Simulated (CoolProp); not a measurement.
Propane along the isotherm 113.85 °C: density (kg/m³) from the reference equation and from simpler models built on Tc = 96.7 °C, pc = 4.251 MPa, ω = 0.152; each cubic takes its own stable root.

Model: reference Helmholtz-energy equation of state, Lemmon 2009, in CoolProp.

| p (MPa) | phase | reference |
|---|---|---|
| 0.134 | gas | 1.854 |
| 0.227 | gas | 3.161 |
| 0.383 | gas | 5.394 |
| 0.646 | gas | 9.280 |
| 1.09 | gas | 16.22 |
| 1.84 | gas | 29.30 |
| 3.11 | gas | 57.40 |
| 5.24 | supercritical | 169.3 |
| 8.84 | supercritical | 353.0 |
| 14.9 | supercritical | 404.9 |
| 25.2 | supercritical | 446.0 |
| 42.5 | supercritical | 484.8 |

### Question
How far does each simpler model (ideal gas, van der Waals, Redlich-Kwong, Soave-Redlich-Kwong, Peng-Robinson) lie from the reference over these 12 states: mean and median of the absolute difference, and the worst?

### Answer
- ideal gas: mean 22.7 %, median 17.0 %, worst -65.7 % at 113.85 °C and 8.84 MPa
- van der Waals: mean 9.3 %, median 1.7 %, worst -24.5 % at 113.85 °C and 42.5 MPa
- Redlich-Kwong: mean 2.2 %, median 0.2 %, worst -10.8 % at 113.85 °C and 8.84 MPa
- Soave-Redlich-Kwong: mean 2.8 %, median 0.2 %, worst -12.3 % at 113.85 °C and 8.84 MPa
- Peng-Robinson: mean 2.3 %, median 1.4 %, worst +8.6 % at 113.85 °C and 42.5 MPa
